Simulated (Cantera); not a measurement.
# Stirred combustor or abatement burner

A perfectly stirred reactor is fed with 17.3 % H₂, 13.0 % O₂, 69.4 % N₂, 0.243 % NO, at 49000 Pa; it is adiabatic with a 450 K inlet, and is followed from long to short residence time, starting on the burning branch (τ in s: 0.058, 0.021, 0.008, 0.003, 0.0011, 0.00041, 0.00015, 5.7e-05, 2.1e-05).

Cantera simulation using GRI-Mech 3.0 (53 species, 325 reactions); the numbers are that mechanism's predictions, not measurements. The mechanism lacks 2 NO + O2 → 2 NO2 and HONO, so NO2 and the effect of NO are under-described below about 1400 K.

```json
[
 {"τ (s)": "0.058", "T (K)": "1752", "x H₂": "0.00102", "x O₂": "0.0471", "x NO": "0.00264", "x NO₂": "1.27e-6", "x OH": "0.00270", "x N₂O": "2.70e-7", "x H": "0.000237"},
 {"τ (s)": "0.021", "T (K)": "1735", "x H₂": "0.00195", "x O₂": "0.0471", "x NO": "0.00264", "x NO₂": "9.31e-7", "x OH": "0.00364", "x N₂O": "2.38e-7", "x H": "0.000645"},
 {"τ (s)": "0.0080", "T (K)": "1706", "x H₂": "0.00350", "x O₂": "0.0473", "x NO": "0.00264", "x NO₂": "6.81e-7", "x OH": "0.00466", "x N₂O": "1.98e-7", "x H": "0.00161"},
 {"τ (s)": "0.0030", "T (K)": "1655", "x H₂": "0.00597", "x O₂": "0.0480", "x NO": "0.00263", "x NO₂": "5.03e-7", "x OH": "0.00561", "x N₂O": "1.60e-7", "x H": "0.00381"},
 {"τ (s)": "0.0011", "T (K)": "1574", "x H₂": "0.00953", "x O₂": "0.0496", "x NO": "0.00262", "x NO₂": "3.89e-7", "x OH": "0.00610", "x N₂O": "1.32e-7", "x H": "0.00829"},
 {"τ (s)": "0.00041", "T (K)": "1458", "x H₂": "0.0144", "x O₂": "0.0525", "x NO": "0.00260", "x NO₂": "3.24e-7", "x OH": "0.00572", "x N₂O": "1.15e-7", "x H": "0.0155"},
 {"τ (s)": "0.00015", "T (K)": "1299", "x H₂": "0.0252", "x O₂": "0.0597", "x NO": "0.00257", "x NO₂": "2.85e-7", "x OH": "0.00436", "x N₂O": "1.07e-7", "x H": "0.0241"},
 {"τ (s)": "5.7e-5", "T (K)": "450", "x H₂": "0.173", "x O₂": "0.130", "x NO": "0.00243", "x NO₂": "<1e-12", "x OH": "<1e-12", "x N₂O": "<1e-12", "x H": "<1e-12"},
 {"τ (s)": "2.1e-5", "T (K)": "450", "x H₂": "0.173", "x O₂": "0.130", "x NO": "0.00243", "x NO₂": "<1e-12", "x OH": "<1e-12", "x N₂O": "<1e-12", "x H": "<1e-12"}
]
```
x: mole fraction; the columns are a selection and need not sum to one.
